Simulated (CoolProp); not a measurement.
Vapour-liquid equilibrium of isobutane (1) + R245fa (2) at 285.4 K; x and y are mole fractions of (1).

Values from CoolProp's multi-fluid Helmholtz-energy mixture model, Bücker 2006 and Akasaka 2015; pair parameters Bell 2016.

Give the bubble pressure and the first vapour's composition at x = 0.05, 0.275, 0.5. Is there an azeotrope?

x = 0.05: 0.1419 MPa, y = 0.380; x = 0.275: 0.2395 MPa, y = 0.672; x = 0.5: 0.2567 MPa, y = 0.714. y crosses x between x = 0.725 and 0.8: the model has an azeotrope there.

The pair parameters rest on a limited set of measurements; away from them the model extrapolates. With so large a gap from Raoult's law the liquid may split in two, which this calculation doesn't test in full.
